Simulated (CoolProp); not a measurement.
Computed with CoolProp (reference Helmholtz-energy equation of state, Akasaka 2015).

### Question
Give the vapour pressure (bar), vapour Z, surface tension (mN/m), liquid viscosity (µPa s) of saturated R245fa at 75.85, 108.65 °C.

### Answer
```
T (°C)  p (bar)  vapour Z  surface tension (mN/m)  liquid viscosity (µPa s)
------  -------  --------  ----------------------  ------------------------
75.85      7.10     0.838                    7.37                       220
108.65     15.3     0.718                    3.74                       149
```

Viscosity comes from a separate model (Bell 2016), an estimate that may be off by 10 % or more. Surface tension comes from a separate correlation (Mulero 2012).
